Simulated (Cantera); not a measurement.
## Calcination and drying: Ca(OH)2 + H2 + O2

Feed: 1 mol Ca(OH)2, 0.24 mol H2, 0.062 mol O2, at 1 atm.

Cantera equilibrium calculation (NASA polynomials, part measured and part estimated; ideal gas, pure solids and liquids). Candidate condensed phases: Ca, CaO, Ca(OH)2, H2O; 14 gas species. The numbers say what is thermodynamically allowed, not how fast it happens.

From 300 °C to 475 °C the condensed part is Ca(OH)2(s). At 500 °C the condensed part is CaO(s) + Ca(OH)2(s). From 525 °C to 575 °C the condensed part is CaO(s).

```json
[
 {"T (°C)": "300", "x H2O": "0.517", "x H2": "0.483", "n Ca(OH)2(s)": "1.00", "n CaO(s)": "0"},
 {"T (°C)": "325", "x H2O": "0.517", "x H2": "0.483", "n Ca(OH)2(s)": "1.00", "n CaO(s)": "0"},
 {"T (°C)": "350", "x H2O": "0.517", "x H2": "0.483", "n Ca(OH)2(s)": "1.00", "n CaO(s)": "0"},
 {"T (°C)": "375", "x H2O": "0.517", "x H2": "0.483", "n Ca(OH)2(s)": "1.00", "n CaO(s)": "0"},
 {"T (°C)": "400", "x H2O": "0.517", "x H2": "0.483", "n Ca(OH)2(s)": "1.00", "n CaO(s)": "0"},
 {"T (°C)": "425", "x H2O": "0.517", "x H2": "0.483", "n Ca(OH)2(s)": "1.00", "n CaO(s)": "0"},
 {"T (°C)": "450", "x H2O": "0.517", "x H2": "0.483", "n Ca(OH)2(s)": "1.00", "n CaO(s)": "0"},
 {"T (°C)": "475", "x H2O": "0.517", "x H2": "0.483", "n Ca(OH)2(s)": "1.00", "n CaO(s)": "0"},
 {"T (°C)": "500", "x H2O": "0.652", "x H2": "0.348", "n Ca(OH)2(s)": "0.907", "n CaO(s)": "0.0933"},
 {"T (°C)": "525", "x H2O": "0.906", "x H2": "0.0935", "n Ca(OH)2(s)": "0", "n CaO(s)": "1.00"},
 {"T (°C)": "550", "x H2O": "0.906", "x H2": "0.0935", "n Ca(OH)2(s)": "0", "n CaO(s)": "1.00"},
 {"T (°C)": "575", "x H2O": "0.906", "x H2": "0.0935", "n Ca(OH)2(s)": "0", "n CaO(s)": "1.00"}
]
```
x: gas mole fraction; n: condensed amount in mol.
